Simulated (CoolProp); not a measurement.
Vapour pressure (MPa) of sulfur dioxide: the reference equation beside estimates from Tc = 430.6 K, pc = 7.887 MPa, ω = 0.256. Clausius-Clapeyron is anchored at 260.1 K with a constant enthalpy of vaporisation of 25.13 kJ/mol.

The numbers come from the reference Helmholtz-energy equation of state, Gao 2016 in CoolProp.

```tsv
T (K)	reference	Lee-Kesler	Clausius-Clapeyron	van der Waals	Redlich-Kwong	Soave-Redlich-Kwong	Peng-Robinson
232.2	0.02041	0.01973	0.02186	0.3592	0.04782	0.02012	0.02116
236.9	0.02688	0.02606	0.02830	0.4073	0.06100	0.02652	0.02772
241.5	0.03477	0.03380	0.03609	0.4586	0.07653	0.03432	0.03568
246.1	0.04447	0.04334	0.04559	0.5142	0.09500	0.04392	0.04544
250.8	0.05655	0.05527	0.05739	0.5756	0.1173	0.05591	0.05756
255.4	0.07083	0.06942	0.07130	0.6405	0.1428	0.07009	0.07185
260.1	0.08830	0.08678	0.08830	0.7117	0.1731	0.08746	0.08929
264.7	0.1086	0.1070	0.1081	0.7865	0.2072	0.1077	0.1095
269.4	0.1330	0.1314	0.1319	0.8682	0.2471	0.1320	0.1338
274	0.1610	0.1594	0.1592	0.9535	0.2915	0.1599	0.1616
278.7	0.1941	0.1926	0.1918	1.046	0.3427	0.1930	0.1945
283.3	0.2316	0.2302	0.2287	1.143	0.3991	0.2305	0.2316
```

Absolute difference from the reference over all 12 rows, mean and median: Lee-Kesler 1.9 and 1.9 %, Clausius-Clapeyron 2.1 and 1.2 %, van der Waals 856.7 and 755.1 %, Redlich-Kwong 100.5 and 98.8 %, Soave-Redlich-Kwong 1.0 and 1.0 %, Peng-Robinson 1.5 and 1.3 %.
